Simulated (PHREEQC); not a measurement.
Make-up at 25 °C and 100 atm: 0.2 mol H2SO4 and 0.0098 mol MnSO4 per kg of water. Closed to the air; pH follows from the charge balance.

Model: Pitzer model, pitzer.dat, run in PHREEQC.

Each row changes one thing in this solution. No solid was allowed to form.

```
case                                             pH  ionic strength (mol/kgw)  HSO4- (mol/kgw)  SO4-2 (mol/kgw)
---------------------------------------------  ----  ------------------------  ---------------  ---------------
as made                                        0.73                     0.329            0.155           0.0549
H2SO4 from 0.2 to 0.04 mol/kgw                 1.39                     0.103           0.0280           0.0218
H2SO4 replaced by NaHSO4 at the same molality  1.22                     0.418            0.110                …
diluted 10-fold with water                     1.62                    0.0422           0.0108           0.0101
H2SO4 from 0.2 to 0.22 mol/kgw                 0.69                     0.357            0.171                …
MnSO4 left out                                 0.72                     0.300            0.150           0.0502
MnSO4 from 0.0098 to 0.00196 mol/kgw           0.72                     0.306            0.151           0.0512
```

Task: What belongs in the gaps?

Result: 
- H2SO4 replaced by NaHSO4 at the same molality, SO4-2 (mol/kgw): 0.0995
- H2SO4 from 0.2 to 0.22 mol/kgw, SO4-2 (mol/kgw): 0.0590

Under pressure, the constants of complexes without a molar volume in the database are unreliable.
